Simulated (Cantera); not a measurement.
A perfectly stirred reactor is fed with CH₄ : CO₂ = 1 : 0.7 (molar parts), at 101000 Pa; it is held at 2075 K, and followed from long to short residence time.

Computed with Cantera and GRI-Mech 3.0 (53 species, 325 reactions).

x: mole fraction; the columns are a selection and need not sum to one.

```json
[
 {"τ (s)": "15", "x CH₄": "0.00110", "x CO₂": "5.14e-5", "x C₂H₆": "3.33e-8", "x H₂": "0.541", "x CO": "0.412"},
 {"τ (s)": "5.0", "x CH₄": "0.00149", "x CO₂": "0.000151", "x C₂H₆": "5.57e-8", "x H₂": "0.540", "x CO": "0.411"},
 {"τ (s)": "1.7", "x CH₄": "0.00226", "x CO₂": "0.000428", "x C₂H₆": "1.20e-7", "x H₂": "0.538", "x CO": "0.410"},
 {"τ (s)": "0.56", "x CH₄": "?", "x CO₂": "?", "x C₂H₆": "?", "x H₂": "0.532", "x CO": "0.407"},
 {"τ (s)": "0.19", "x CH₄": "0.00602", "x CO₂": "0.00297", "x C₂H₆": "8.20e-7", "x H₂": "0.521", "x CO": "0.399"},
 {"τ (s)": "0.062", "x CH₄": "0.00997", "x CO₂": "0.00682", "x C₂H₆": "2.29e-6", "x H₂": "0.498", "x CO": "0.383"},
 {"τ (s)": "0.021", "x CH₄": "?", "x CO₂": "?", "x C₂H₆": "?", "x H₂": "0.463", "x CO": "0.357"},
 {"τ (s)": "0.0069", "x CH₄": "0.0265", "x CO₂": "0.0273", "x C₂H₆": "1.73e-5", "x H₂": "0.415", "x CO": "0.317"}
]
```

Task: Complete the blanks.

Result: 
- 0.56, x CH₄: 0.00369
- 0.56, x CO₂: 0.00119
- 0.56, x C₂H₆: 3.08e-7
- 0.021, x CH₄: 0.0161
- 0.021, x CO₂: 0.0138
- 0.021, x C₂H₆: 6.18e-6
